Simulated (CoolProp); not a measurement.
A simple Rankine cycle with R114: condensing at 318.15 K, boiler at 1.61 MPa, turbine inlet 499 K, turbine efficiency 0.8, pump efficiency 0.7, no recuperator. Each further row changes one setting.

Values from CoolProp's reference Helmholtz-energy equation of state, Platzer 1990. This equation is an older, rougher fit; its heat capacities, sound speeds and derivatives of the liquid may be far off and weren't checked against measurements.

```csv
case,thermal efficiency (%),net work (kJ/kg),heat in (kJ/kg),turbine exit temperature (K),volume ratio over the turbine
as stated,9.1,23.5,259,462.4,4.10
condensing temperature 310.15 K,10.3,27.4,267,457.3,5.13
boiler pressure 1.13 MPa,7.0,18.3,262,472.3,2.86
turbine efficiency 0.7,7.9,20.4,259,466.1,4.14
```
